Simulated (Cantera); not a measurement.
Cantera run:

```python
import numpy as np
import cantera as ct

gas_names = """
    F F2 H HF H2 H2F2 H3F3 H4F4 H5F5 H6F6 H7F7 Si SiF SiF2 SiF3 SiF4 SiH SiHF3 SiH2 SiH2F2 SiH3 SiH3F
    SiH4 Si2 Si3
""".split()
cond_names = """
    Si(cr) Si(L)
""".split()


# ... load() reads the species with a 1 bar reference pressure and builds the phases ...
atoms = {
    'Si': {'Si': 1},
    'HF': {'H': 1, 'F': 1},
}
top_T = {}  # K; cautious upper limits of use, not melting points


# ... equilibrate(T, P, feed) seeds the gas with the atoms and calls Mixture.equilibrate('TP', solver="vcs", rtol=1e-11, max_steps=5000) ...
results = []
feed = {'Si': 1, 'HF': 1.4}  # mol
T = 500  # K
P = 133.322  # Pa
mix = equilibrate(T, P, feed)
results.append((T, P, feed, dict(zip(mix.species_names, mix.species_moles))))
x = sorted(zip(gas.X, gas.species_names), reverse=True)
print(f"T = {T:g} K  P = {P:g} Pa  gas = {mix.phase_moles(0):.4g} mol")
print("   x: " + "  ".join(f"{s} {v:.3e}" for v, s in x if v > 1e-06))
print("   condensed (mol): " + ("  ".join(f"{mix.phase(i).name} {mix.phase_moles(i):.4g}"
      for i in range(1, mix.n_phases) if mix.phase_moles(i) > 1e-12) or "none"))
```

Output:

```
T = 500 K  P = 133.322 Pa  gas = 1.049 mol
   x: H2 6.657e-01  SiF4 3.315e-01  SiHF3 2.730e-03  SiH2F2 1.908e-05
   condensed (mol): Si(cr) 0.6493
```

Method: chemical equilibrium by Gibbs-energy minimisation in Cantera with the NASA 1993 tables (ideal gas, pure condensed phases).
